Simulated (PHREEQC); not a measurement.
Synthetic water in mg/kgw, 25 °C, pH 6.69, pe 10.5:

```
constituent         mg/kgw
------------------  ------
Na                    9130
K                      180
Ca                     560
Mg                     459
Cl                   16200
S(6) as SO4            416
Alkalinity as HCO3    73.8
Sr                    16.9
Cu(2)                  157
Br                     892
N(5) as NO3            313
```

Valence states are taken as typed.

The numbers come from PHREEQC with the ion-association model, wateq4f.dat.

| Item | Value |
|---|---|
| ionic strength | 0.510 mol/kgw |
| activity of water | 0.984 |
| charge-balance error | -1.1 % |

| species | molality | activity | log γ |
|---|---|---|---|
| Cl- | 0.457 | 0.293 | -0.192 |
| Na+ | 0.396 | 0.281 | -0.150 |
| Mg+2 | 0.0183 | 0.00536 | -0.534 |
| Ca+2 | 0.0137 | 0.00354 | -0.586 |
| Br- | 0.0112 | 0.00819 | -0.134 |
| NO3- | 0.00505 | 0.00309 | -0.214 |
| K+ | 0.00459 | 0.00295 | -0.192 |
| SO4-2 | 0.00242 | 0.000493 | -0.691 |
| Cu+2 | 0.00120 | 0.000299 | -0.605 |
| NaSO4- | 0.00100 | 0.000694 | -0.161 |
| MgSO4 | 0.000551 | 0.000619 | 0.051 |
| CuCl+ | 0.000364 | 0.000236 | -0.188 |
| Cu2(OH)2+2 | 0.000314 | 9.11e-5 | -0.538 |
| CaSO4 | 0.000310 | 0.000348 | 0.051 |
| Sr+2 | 0.000189 | 4.84e-5 | -0.590 |

This is a speciation only: nothing precipitates in the calculation. The solution is supersaturated, for example in Atacamite, Malachite, so a real one may precipitate; this is no full list.
